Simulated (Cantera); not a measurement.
**Iron carbonyl, mercury and lead vapours: PbO + N₂ + CO**

A closed system holds: 1 mol PbO, 0.82 mol N₂, 2.8 mol CO, at 1000 Pa.

Method: chemical equilibrium by Gibbs-energy minimisation in Cantera with the NASA 1993 tables (ideal gas, pure condensed phases). Candidate condensed phases: C, Pb, PbO, PbO₂, Pb₃O₄; 27 gas species. Equilibrium is a limit: real reactors are often held back by kinetics, nucleation or transport.

```tsv
T (°C)	log p CO	log p CO₂	log p N₂	log p Pb	n C(graphite)	n Pb(l)
502	-2.40	-2.44	-2.62	-7.60	0.225	1.000
552	-2.30	-2.56	-2.64	-6.84	0	1.000
602	-2.30	-2.56	-2.64	-6.17	0	1.000
652	-2.30	-2.56	-2.65	-5.57	0	0.999
702	-2.30	-2.56	-2.65	-5.04	0	0.997
752	-2.30	-2.56	-2.65	-4.56	0	0.990
802	-2.31	-2.56	-2.65	-4.12	0	0.972
852	-2.31	-2.57	-2.65	-3.72	0	0.930
902	-2.32	-2.58	-2.66	-3.36	0	0.835
952	-2.35	-2.60	-2.69	-3.03	0	0.627
1002	-2.39	-2.65	-2.74	-2.72	0	0.158
1052	-2.41	-2.66	-2.75	-2.66	0	0
1102	-2.41	-2.66	-2.75	-2.66	0	0
1152	-2.41	-2.66	-2.75	-2.66	0	0
```
log p: log10 of the partial pressure in bar; n: condensed amount in mol.

At 502 °C the condensed part is C(graphite) + Pb(l). From 552 °C to 1002 °C the condensed part is Pb(l). From 1052 °C to 1152 °C nothing is condensed. The main Pb-bearing gas is Pb throughout.
